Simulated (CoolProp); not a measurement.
Model: reference Helmholtz-energy equation of state, Lemmon and Jacobsen 2000, in CoolProp.

For R143a, give the phase and the conductivity (mW/(m K)), Prandtl number at 342.3 K and 1.01 bar; 395.5 K and 1.01 bar; 431 K and 1.01 bar.


- 342.3 K and 1.01 bar: gas; conductivity 19.2, Prandtl number 0.680
- 395.5 K and 1.01 bar: gas; conductivity 25.0, Prandtl number 0.653
- 431 K and 1.01 bar: gas; conductivity 29.3, Prandtl number 0.637

Viscosity comes from a separate model (Klein 1997), an estimate that may be off by 10 % or more. Thermal conductivity comes from a separate model (McLinden 2000), an estimate that may be off by 10 % or more.
